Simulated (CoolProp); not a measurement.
The fluid at 298.15 K and 1.81 MPa flows at 3.8 m/s in a round tube of 25 mm bore and 45 µm roughness, fully developed (64/Re and Nu = 3.66 if laminar; Colebrook and Gnielinski if turbulent). The same conditions are run with several fluids, on thermodynamics alone (safety and materials aside).

The numbers come from the reference Helmholtz-energy equation of state of each fluid (propylene: Lemmon 2013; R407C: Lemmon 2003; R11: Jacobsen 1992; C3F8 (R218): Lemmon 2006; benzene: Thol 2012) in CoolProp. Blends and air are pseudo-pure fits.

Q: Rank propylene, R407C, R11, C3F8 (R218), benzene by Reynolds number, highest first.

A: C3F8 (R218) (728000), R407C (707000), propylene (502000), R11 (319000), benzene (136000)

```json
[
 {"fluid": "propylene", "Darcy friction factor": "0.0232", "pressure drop (Pa/m)": "3400", "heat-transfer coefficient (W/(m² K))": "9860", "mass flow (kg/h)": "3410"},
 {"fluid": "R407C", "Darcy friction factor": "0.0231", "pressure drop (Pa/m)": "7610", "heat-transfer coefficient (W/(m² K))": "11500", "mass flow (kg/h)": "7670"},
 {"fluid": "R11", "Darcy friction factor": "0.0234", "pressure drop (Pa/m)": "10000", "heat-transfer coefficient (W/(m² K))": "6650", "mass flow (kg/h)": "9940"},
 {"fluid": "C3F8 (R218)", "Darcy friction factor": "0.0231", "pressure drop (Pa/m)": "8920", "heat-transfer coefficient (W/(m² K))": "7900", "mass flow (kg/h)": "8990"},
 {"fluid": "benzene", "Darcy friction factor": "0.0241", "pressure drop (Pa/m)": "6100", "heat-transfer coefficient (W/(m² K))": "5810", "mass flow (kg/h)": "5880"}
]
```

Transport values come from each fluid's own correlations; those of propylene, R11, C3F8 (R218) are estimates that may be off by 10 % or more.
